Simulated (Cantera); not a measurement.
Input: 1 mol SiCl₄, 2.2 mol N₂O, 89 mol H₂, 0.12 mol O₂, at 0.460 bar.

Cantera equilibrium calculation (NASA polynomials, part measured and part estimated; ideal gas, pure solids and liquids). Candidate condensed phases: H₂O, NH₄Cl, Si, SiO₂, Si₂N₂O, Si₃N₄; 47 gas species. Equilibrium is a limit: real reactors are often held back by kinetics, nucleation or transport. All values below are at 848 K.

Base state: H₂ 0.929, HCl 0.0429, N₂ 0.0235, H₂O 0.00472, NH₃ 0.000119 (mole fractions); condensed: SiO₂(β-quartz).

Q: What changes in the equilibrium state with this change: SiCl₄ replaced by TEOS?

A: 
| species | before | after |
|---|---|---|
| H₂ | 0.929 | 0.851 |
| CH₄ | 0 | 0.0789 |
| H₂O | 0.00472 | 0.0404 |
| HCl | 0.0429 | 0 |
| N₂ | 0.0235 | 0.0233 |
| CO | 0 | 0.00516 |
| CO₂ | 0 | 0.000757 |
| NH₃ | 0.000119 | 0.000104 |
| SiO₂(β-quartz), mol | 1.00 | 1.00 |
The feed counts by its element totals alone. Further candidate phases: C, C₆H₆, C₇H₈, C₈H₁₈, SiC.
